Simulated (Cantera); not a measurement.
Charge: 1 mol FeCl2, 25 mol H2, 0.096 mol HCl, held at 825 K and 100000 Pa.

Method: chemical equilibrium by Gibbs-energy minimisation in Cantera with the NASA 1993 tables (ideal gas, pure condensed phases). Candidate condensed phases: Fe, FeCl2, FeCl3; 11 gas species. Equilibrium is a limit: real reactors are often held back by kinetics, nucleation or transport.

Base state: H2 0.940, HCl 0.0593, FeCl2 0.000223, Fe2Cl4 2.22e-5 (mole fractions); condensed: Fe(α) + FeCl2(s).

Task: What changes in the equilibrium state with this change: temperature from 825 K to 725 K?

Result: 
| species | before | after |
|---|---|---|
| H2 | 0.940 | 0.986 |
| HCl | 0.0593 | 0.0138 |
| FeCl2 | 0.000223 | 4.82e-6 |
| Fe2Cl4 | 2.22e-5 | 1.91e-7 |
| Fe(α), mol | 0.717 | 0.126 |
| FeCl2(s), mol | 0.276 | 0.873 |

Task: What changes in the equilibrium state with this change: pressure from 100000 Pa to 800 Pa?

Result: 
| species | before | after |
|---|---|---|
| H2 | 0.940 | 0.920 |
| HCl | 0.0593 | 0.0795 |
| FeCl2 | 0.000223 | 0.000410 |
| Fe2Cl4 | 2.22e-5 | 6.00e-7 |
| Fe(α), mol | 0.717 | 0.989 |
| FeCl2(s), mol | 0.276 | 0 |
